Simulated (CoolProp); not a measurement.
Aqueous ammonia as a coolant, at -2 °C, 1 atm.

The numbers come from the Melinder's fits for secondary coolants in CoolProp.

| mass % | freezing point (°C) | density (kg/m³) | viscosity (mPa s) | Prandtl number | conductivity (W/(m K)) |
|---|---|---|---|---|---|
| 5.5 | -6.8 | 978.5 | 2.09 | 17.0 | 0.518 |
| 9.1 | -12.1 | 965.8 | 2.11 | 17.9 | 0.498 |
| 12.7 | -18.5 | 954.1 | 2.20 | 19.4 | 0.478 |
| 16.3 | -26.3 | 943.1 | 2.32 | 21.4 | 0.458 |
| 19.9 | -36.2 | 932.7 | 2.40 | 23.0 | 0.441 |
| 23.5 | -49.0 | 922.7 | 2.40 | 23.8 | 0.428 |
